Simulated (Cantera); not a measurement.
Feed: 1 mol Fe, 11 mol CO, 1.9 mol H2, equilibrated at 13.3 mbar.

Method: chemical equilibrium by Gibbs-energy minimisation in Cantera with the NASA 1993 tables (ideal gas, pure condensed phases). Candidate condensed phases: C, C6H6, C7H8, C8H18, Fe, Fe(CO)5, FeO, Fe(OH)2, Fe(OH)3, Fe2O3, Fe3O4, H2O; 114 gas species. Rates play no part. All values below are at 1125 °C.

Base state: CO 0.853, H2 0.147, CO2 1.70e-5, H 1.57e-5 (mole fractions); condensed: Fe(γ).

Problem. What changes in the equilibrium state with this change: pressure from 13.3 mbar to 1.00 bar?

Solution. 
```csv
species,before,after
CO,0.853,0.851
H2,0.147,0.147
CO2,1.70e-5,0.00127
H2O,6.34e-6,0.000474
CH4,1.26e-6,9.43e-5
H,1.57e-5,1.81e-6
"Fe(γ), mol",1.000,1.00
"C(graphite), mol",0,0.0212
```
Condensed phases not in the tables: cementite and carbon dissolved in iron.
